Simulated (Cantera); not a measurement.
What does this Cantera script print?

```python
import numpy as np
import cantera as ct

gas_names = """
    C CN CO CO2 C2 CCN CNC C2N2 C2O C3 C3O2 C4 C4N2 C5 N NCO NO NO2 NO3 N2 N2O O O2 O3 Si SiC SiC2 SiN
    SiO SiO2 Si2 Si2C Si2N Si3
""".split()
cond_names = """
    C(gr) Si(cr) Si(L) SiC(b) SiO2(Lqz) SiO2(hqz) SiO2(L) Si2N2O(s) Si3N4(a)
""".split()


# ... load() reads the species with a 1 bar reference pressure and builds the phases ...
atoms = {
    'Si': {'Si': 1},
    'CO2': {'C': 1, 'O': 2},
    'N2': {'N': 2},
}
top_T = {'C(gr)': 4500, 'SiC(b)': 3050, 'Si2N2O(s)': 2100, 'Si3N4(a)': 2400}  # K; cautious upper limits of use, not melting points


# ... equilibrate(T, P, feed) seeds the gas with the atoms and calls Mixture.equilibrate('TP', solver="vcs", rtol=1e-11, max_steps=5000) ...
results = []
feed = {'Si': 1, 'CO2': 0.023, 'N2': 8.1}  # mol
P = 58000  # Pa
for T in [1700, 1725, 1750, 1775, 1800, 1825, 1850, 1875, 1900, 1925, 1950]:
    mix = equilibrate(T, P, feed)
    results.append((T, P, feed, dict(zip(mix.species_names, mix.species_moles))))

top = {s: max(r[3][s] / sum(r[3][g] for g in gas_names) for r in results) for s in gas_names}
cols = sorted((s for s in top if top[s] > 0.001), key=lambda s: -top[s])[:6]
seen = [c for c in cond_names if any(r[3].get(c, 0) > 1e-12 for r in results)]
print("log10 of partial pressures in bar; condensed amounts in mol")
print(f"{'T/K':>10s}" + "".join(f"{s[:9]:>10s}" for s in cols + seen))
for T, P, feed, n in results:
    ng = sum(n[g] for g in gas_names)
    print(f"{T:10.4g}" + "".join(f"{np.log10(max(n[s] / ng * P / 1e5, 1e-99)):10.3f}" for s in cols)
          + "".join(f"{n.get(c, 0):10.4g}" for c in seen))
```

Result:

```
log10 of partial pressures in bar; condensed amounts in mol
       T/K        N2        CO       SiO    SiC(b) Si2N2O(s)  Si3N4(a)
      1700    -0.237    -2.911    -5.067    0.0072   0.03009    0.3108
      1725    -0.238    -2.842    -4.812  0.004499    0.0273    0.3136
      1750    -0.238    -2.776    -4.564  0.001435   0.02408    0.3167
      1775    -0.238    -2.748    -4.324         0   0.02239    0.3182
      1800    -0.238    -2.748    -4.090         0   0.02195    0.3183
      1825    -0.238    -2.748    -3.863         0   0.02124    0.3186
      1850    -0.238    -2.748    -3.642         0   0.02007     0.319
      1875    -0.238    -2.748    -3.428         0   0.01819    0.3196
      1900    -0.238    -2.748    -3.219         0   0.01521    0.3206
      1925    -0.239    -2.749    -3.016         0   0.01056    0.3221
      1950    -0.239    -2.749    -2.818         0  0.003354    0.3245
```

These are equilibrium values from Cantera (NASA tables, ideal gas, pure condensed phases), not measurements of a reactor. Mutual solubility and eutectic melting of coexisting phases are not modelled.
